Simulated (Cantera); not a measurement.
Feed: 1 mol Si₃N₄, 0.78 mol N₂O, a varied amount of H₂, held at 1973 K and 0.00150 bar.

Method: chemical equilibrium by Gibbs-energy minimisation in Cantera with the NASA 1993 tables (ideal gas, pure condensed phases). Candidate condensed phases: H₂O, Si, SiO₂, Si₂N₂O, Si₃N₄; 35 gas species. The tables' values for SiN are old estimates; treat these amounts as uncertain. Gases not in the tables: Si₂H₆ and higher silanes. Equilibrium is a limit: real reactors are often held back by kinetics, nucleation or transport.

x: gas mole fraction; n: condensed amount in mol.

| n(H₂) (mol) | x H₂ | x N₂ | x SiO | x H | x Si | n Si(l) |
|---|---|---|---|---|---|---|
| 6.6 | 0.613 | 0.264 | 0.0741 | 0.0273 | 0.0210 | 1.98 |
| 13 | ___ | ___ | ___ | 0.0300 | 0.0210 | ___ |
| 25 | 0.826 | 0.0936 | 0.0263 | 0.0317 | 0.0210 | 1.55 |
| 48 | 0.879 | 0.0518 | 0.0146 | 0.0327 | 0.0210 | 1.02 |
| 93 | 0.910 | 0.0277 | 0.00777 | 0.0332 | 0.0208 | 0 |
| 180 | 0.936 | 0.0147 | 0.00413 | 0.0337 | 0.0112 | 0 |
| 350 | 0.950 | ___ | ___ | 0.0340 | ___ | 0 |
| 670 | 0.958 | 0.00404 | 0.00113 | 0.0341 | 0.00312 | 0 |

### Question
Complete the blanks.

### Answer

- 13, x H₂: 0.741
- 13, x N₂: 0.162
- 13, x SiO: 0.0454
- 13, n Si(l): 1.83
- 350, x N₂: 0.00768
- 350, x SiO: 0.00216
- 350, x Si: 0.00590
